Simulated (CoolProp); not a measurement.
The fluid at 375.37 K and 0.00515 MPa expands adiabatically to 0.0022 MPa with isentropic efficiency 0.85. The same conditions are run with several fluids, on thermodynamics alone (safety and materials aside).

Values from CoolProp's reference Helmholtz-energy equation of state of each fluid (octamethyltrisiloxane (MDM): Thol 2017; chloromethane (R40): Thol 2014; R113: Marx 1992; fluoroethane (R161): Wu 2012; cis-2-butene: Lemmon 2005).

```json
[
 {"fluid": "octamethyltrisiloxane (MDM)", "work (kJ/kg)": "9.41", "final temperature (K)": "369.4", "final density (kg/m³)": "0.170"},
 {"fluid": "chloromethane (R40)", "work (kJ/kg)": "…", "final temperature (K)": "328.6", "final density (kg/m³)": "…"},
 {"fluid": "R113", "work (kJ/kg)": "11.7", "final temperature (K)": "358.9", "final density (kg/m³)": "…"},
 {"fluid": "fluoroethane (R161)", "work (kJ/kg)": "44.6", "final temperature (K)": "344.0", "final density (kg/m³)": "…"},
 {"fluid": "cis-2-butene", "work (kJ/kg)": "…", "final temperature (K)": "…", "final density (kg/m³)": "0.0421"}
]
```

**Question.** Complete the blanks.

**Answer.** 
- chloromethane (R40), work (kJ/kg): 41.3
- chloromethane (R40), final density (kg/m³): 0.0407
- R113, final density (kg/m³): 0.138
- fluoroethane (R161), final density (kg/m³): 0.0370
- cis-2-butene, work (kJ/kg): 38.7
- cis-2-butene, final temperature (K): 352.4
